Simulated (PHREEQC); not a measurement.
1 kg of water holding 0.057 mol KCl and 0.0095 mol Na2SO4 is evaporated at 25 °C; the solids stay in contact with the brine. The system is closed to CO2. The run lets Arcanite, Glaserite, Halite, Mirabilite, Misenite, Sylvite, Thenardite precipitate or redissolve, and no other solid.

Computed with PHREEQC (Pitzer model, pitzer.dat).

### Question
Predict ionic strength, Na in solution (mol/kgw) at water left (kg) = 0.2533, 0.09502.

### Answer
| water left (kg) | ionic strength | Na in solution (mol/kgw) |
|---|---|---|
| 0.2533 | 0.337 | 0.0750 |
| 0.09502 | 0.900 | 0.200 |

Complexes and solids missing from the database can't appear.
